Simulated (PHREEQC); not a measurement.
Na2CO3 is added in steps, without added water, to 1 kg of water holding 1.7 mmol/kgw NiSO4, 130 mmol/kgw NaCl and 0.062 mmol/kgw NiCl2, at 25 °C. O2 is buffered at 0.21 atm. The system is closed to CO2. No solid was allowed to form.

Base run: PHREEQC, ion-association model, wateq4f.dat. Each further column changes one thing. The table gives pH.

```json
[
 {"Na2CO3 added (mol)": "0", "base": "6.54", "all activity coefficients set to 1": "6.42", "metal-ligand complexes left out": "6.51", "Davies equation for every ion": "6.56", "Debye-Hückel limiting law": "6.66"},
 {"Na2CO3 added (mol)": "0.000125", "base": "7.99", "all activity coefficients set to 1": "7.73", "metal-ligand complexes left out": "8.80", "Davies equation for every ion": "8.00", "Debye-Hückel limiting law": "8.20"},
 {"Na2CO3 added (mol)": "0.00025", "base": "8.17", "all activity coefficients set to 1": "7.90", "metal-ligand complexes left out": "9.01", "Davies equation for every ion": "8.17", "Debye-Hückel limiting law": "8.37"},
 {"Na2CO3 added (mol)": "0.000375", "base": "8.28", "all activity coefficients set to 1": "8.02", "metal-ligand complexes left out": "(withheld)", "Davies equation for every ion": "8.29", "Debye-Hückel limiting law": "8.48"},
 {"Na2CO3 added (mol)": "0.0004375", "base": "8.33", "all activity coefficients set to 1": "8.06", "metal-ligand complexes left out": "9.17", "Davies equation for every ion": "8.33", "Debye-Hückel limiting law": "8.53"},
 {"Na2CO3 added (mol)": "0.0005625", "base": "8.42", "all activity coefficients set to 1": "8.15", "metal-ligand complexes left out": "(withheld)", "Davies equation for every ion": "8.42", "Debye-Hückel limiting law": "8.61"},
 {"Na2CO3 added (mol)": "0.0006875", "base": "8.49", "all activity coefficients set to 1": "8.23", "metal-ligand complexes left out": "(withheld)", "Davies equation for every ion": "8.50", "Debye-Hückel limiting law": "8.69"},
 {"Na2CO3 added (mol)": "0.0008125", "base": "8.57", "all activity coefficients set to 1": "8.31", "metal-ligand complexes left out": "(withheld)", "Davies equation for every ion": "8.57", "Debye-Hückel limiting law": "8.76"},
 {"Na2CO3 added (mol)": "0.0009375", "base": "8.64", "all activity coefficients set to 1": "8.39", "metal-ligand complexes left out": "9.38", "Davies equation for every ion": "8.65", "Debye-Hückel limiting law": "8.83"},
 {"Na2CO3 added (mol)": "0.001063", "base": "8.72", "all activity coefficients set to 1": "8.47", "metal-ligand complexes left out": "9.42", "Davies equation for every ion": "8.72", "Debye-Hückel limiting law": "8.90"},
 {"Na2CO3 added (mol)": "0.001125", "base": "8.76", "all activity coefficients set to 1": "8.51", "metal-ligand complexes left out": "(withheld)", "Davies equation for every ion": "8.76", "Debye-Hückel limiting law": "8.93"},
 {"Na2CO3 added (mol)": "0.00125", "base": "8.84", "all activity coefficients set to 1": "8.60", "metal-ligand complexes left out": "9.47", "Davies equation for every ion": "8.85", "Debye-Hückel limiting law": "9.01"},
 {"Na2CO3 added (mol)": "0.001375", "base": "8.94", "all activity coefficients set to 1": "8.71", "metal-ligand complexes left out": "(withheld)", "Davies equation for every ion": "8.94", "Debye-Hückel limiting law": "9.09"},
 {"Na2CO3 added (mol)": "0.0015", "base": "9.05", "all activity coefficients set to 1": "8.84", "metal-ligand complexes left out": "(withheld)", "Davies equation for every ion": "9.05", "Debye-Hückel limiting law": "9.17"}
]
```

### Question
Fill in the missing entries.

### Answer

- 0.000375, metal-ligand complexes left out: 9.13
- 0.0005625, metal-ligand complexes left out: 9.24
- 0.0006875, metal-ligand complexes left out: 9.30
- 0.0008125, metal-ligand complexes left out: 9.34
- 0.001125, metal-ligand complexes left out: 9.43
- 0.001375, metal-ligand complexes left out: 9.49
- 0.0015, metal-ligand complexes left out: 9.52

In at least one series the solution becomes supersaturated in solids that the run did not let form, among them Ni(OH)2, Ni4(OH)6SO4. The database's nickel carbonate constants are estimates that later reviews lower a good deal.
